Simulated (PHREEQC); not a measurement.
Solution (25 °C and 100 atm): 160 mmol/kgw K2CO3 and 1.6 mmol/kgw Al(NO3)3. Closed to the air; pH follows from the charge balance.

Computed with PHREEQC (ion-association model, phreeqc.dat).

```json
[
 {"quantity": "pH", "before": "11.06", "after": "4.00"},
 {"quantity": "ionic strength (mol/kgw)", "before": "0.472", "after": "0.00938"}
]
```

Task: Which change was made?
A. K2CO3 from 0.16 to 0.016 mol/kgw
B. Al(NO3)3 from 0.0016 to 0.00032 mol/kgw
C. temperature from 25 to 15 °C
D. K2CO3 left out
E. Al(NO3)3 replaced by Zn(NO3)2 at the same molality

Result: D, K2CO3 left out

No solid was allowed to form. Some of these states are supersaturated (in Gibbsite (slow to form), for instance). Under pressure, the constants of complexes without a molar volume in the database are unreliable.
